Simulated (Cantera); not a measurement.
Charge: 1 mol trisilylamine, 36 mol NH3, 7.6 mol N2, held at 1330 Pa.

Equilibrium computed with Cantera from the NASA thermochemical tables; the gas is ideal and each condensed phase is pure. Candidate condensed phases: Si, Si3N4; 18 gas species. The feed counts by its element totals alone. The tables' values for SiN are old estimates; treat these amounts as uncertain. Gases not in the tables: Si2H6 and higher silanes. Equilibrium is a limit: real reactors are often held back by kinetics, nucleation or transport.

### Question
At 1923 K, list the 7 most abundant gas species with their mole fractions, and the condensed phases.

### Answer
H2 0.685, N2 0.307, H 0.00675, Si 0.00127, SiH 9.95e-5, SiH2 4.61e-5, Si2N 3.63e-5. Condensed: Si(l).
